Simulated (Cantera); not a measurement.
Charge: 1 mol Si(CH₃)₄, 1.4 mol CH₄, 33 mol H₂, at 1825 °C and 10.0 Torr.

Cantera equilibrium calculation (NASA polynomials, part measured and part estimated; ideal gas, pure solids and liquids). Candidate condensed phases: C, C₆H₆, C₇H₈, C₈H₁₈, Si, SiC; 87 gas species. Gases not in the tables: Si₂H₆ and higher silanes. The numbers say what is thermodynamically allowed, not how fast it happens.

Base state: H₂ 0.971, H 0.0263, C₂H₂ (acetylene) 0.00139, Si 0.000759, SiC₂ 4.85e-5, SiH 4.70e-5, Si₂C 3.08e-5, SiH₂ 1.36e-5 (mole fractions); condensed: C(graphite) + SiC(s).

### Question
What changes in the equilibrium state with this change: temperature from 1825 °C to 2025 °C?

### Answer
| species | before | after |
|---|---|---|
| H₂ | 0.971 | 0.905 |
| H | 0.0263 | 0.0790 |
| Si | 0.000759 | 0.00982 |
| Si₂ | 7.62e-7 | 2.70e-5 |
| SiC₂ | 4.85e-5 | 0.00135 |
| Si₂C | 3.08e-5 | 0.000794 |
| C₂H | 9.64e-7 | 1.52e-5 |
| C(graphite), mol | 4.32 | 4.49 |
| SiC(s), mol | 0.961 | 0.415 |
